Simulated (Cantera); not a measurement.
A counterflow diffusion flame at 100000 Pa, nozzles 20 mm apart: fuel side CO : H2 = 1 : 0.63 (molar parts) at 525 K, oxidiser side O2 : N2 = 0.23 : 0.77 (molar parts) at 625 K, fuel mass flux 0.93 times the oxidiser's; mixture-averaged transport, no radiation.

Model: GRI-Mech 3.0 (53 species, 325 reactions), integrated in Cantera. The maximum strain rate includes the flame's own expansion and is several times the mean.

x: mole fraction; the columns are a selection and need not sum to one.

| oxidiser flux (kg/m²/s) | max strain (1/s) | mean strain (1/s) | T max (K) | peak x OH | peak x H | peak x NO | peak x CO |
|---|---|---|---|---|---|---|---|
| 0.6 | 438 | 122 | 2335 | 0.0162 | 0.0125 | 0.000284 | 0.645 |
| 0.84 | 599 | 170 | 2287 | 0.0163 | 0.0142 | 0.000197 | 0.644 |
| 1.2 | 835 | 243 | 2235 | 0.0163 | 0.0161 | 0.000134 | 0.644 |
| 1.7 | 1160 | 345 | 2179 | 0.0163 | 0.0183 | 9.46e-5 | 0.643 |
| 2.4 | 1600 | 487 | 2124 | 0.0161 | 0.0205 | 7.04e-5 | 0.642 |
| 3.3 | 2160 | 669 | 2069 | 0.0157 | 0.0228 | 5.57e-5 | 0.643 |
| 4.7 | [?] | 953 | 2009 | 0.0152 | [?] | [?] | 0.642 |
| 6.6 | [?] | 1340 | 1946 | 0.0145 | [?] | [?] | 0.642 |

### Question
What belongs in the gaps?

### Answer

- 4.7, max strain (1/s): 3020
- 4.7, peak x H: 0.0254
- 4.7, peak x NO: 4.46e-5
- 6.6, max strain (1/s): 4170
- 6.6, peak x H: 0.0279
- 6.6, peak x NO: 3.64e-5
